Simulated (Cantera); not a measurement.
Input (Python, Cantera) and output of one run.

```python
import numpy as np
import cantera as ct

gas_names = """
    Cs CsO CsOH Cs2 Cs2O Cs2O2H2 H HO2 H2 H2O H2O2 O OH O2 O3
""".split()
cond_names = """
    Cs(cr) Cs(L) CsOH(a) CsOH(b) CsOH(c) CsOH(L) H2O(s) H2O(L)
""".split()


# ... load() reads the species with a 1 bar reference pressure and builds the phases ...
atoms = {
    'CsOH': {'Cs': 1, 'O': 1, 'H': 1},
    'H2': {'H': 2},
    'H2O': {'H': 2, 'O': 1},
}
top_T = {}  # K; cautious upper limits of use, not melting points


# ... equilibrate(T, P, feed) seeds the gas with the atoms and calls Mixture.equilibrate('TP', solver="vcs", rtol=1e-11, max_steps=5000) ...
results = []
feed = {'CsOH': 1, 'H2': 0.41, 'H2O': 0.53}  # mol
T = 1348  # K
for P in [10, 36, 130, 460, 1700, 6000, 22000, 77000, 280000, 1000000]:
    mix = equilibrate(T, P, feed)
    results.append((T, P, feed, dict(zip(mix.species_names, mix.species_moles))))

top = {s: max(r[3][s] / sum(r[3][g] for g in gas_names) for r in results) for s in gas_names}
cols = sorted((s for s in top if top[s] > 1e-06), key=lambda s: -top[s])[:9]
seen = [c for c in cond_names if any(r[3].get(c, 0) > 1e-12 for r in results)]
print("log10 of partial pressures in bar; condensed amounts in mol")
print(f"{'P/Pa':>10s}" + "".join(f"{s[:9]:>10s}" for s in cols + seen))
for T, P, feed, n in results:
    ng = sum(n[g] for g in gas_names)
    print(f"{P:10.4g}" + "".join(f"{np.log10(max(n[s] / ng * P / 1e5, 1e-99)):10.3f}" for s in cols)
          + "".join(f"{n.get(c, 0):10.4g}" for c in seen))
```

Result:

```
log10 of partial pressures in bar; condensed amounts in mol
      P/Pa      CsOH       H2O        H2        Cs   Cs2O2H2         H        OH       Cs2   CsOH(L)
        10    -4.655    -4.323    -5.157    -4.631   -10.887    -8.214    -9.174   -11.111         0
        36    -4.006    -3.801    -4.466    -4.160    -9.590    -7.869    -8.997   -10.168         0
       130    -3.371    -3.282    -3.804    -3.712    -8.319    -7.538    -8.809    -9.273         0
       460    -2.760    -2.772    -3.176    -3.298    -7.098    -7.224    -8.613    -8.444         0
      1700    -2.144    -2.241    -2.549    -2.899    -5.866    -6.910    -8.396    -7.646         0
      6000    -1.564    -1.724    -1.961    -2.542    -4.706    -6.616    -8.172    -6.932         0
   2.2e+04    -0.979    -1.183    -1.369    -2.201    -3.535    -6.320    -7.927    -6.252         0
   7.7e+04    -0.425    -0.653    -0.807    -1.897    -2.428    -6.039    -7.678    -5.644         0
   2.8e+05     0.128    -0.097    -0.231    -1.612    -1.322    -5.751    -7.411    -5.072         0
     1e+06     0.326     0.641     0.527    -1.773    -0.925    -5.372    -7.051    -5.394    0.7115
```

These are equilibrium values from Cantera (NASA tables, ideal gas, pure condensed phases), not measurements of a reactor.
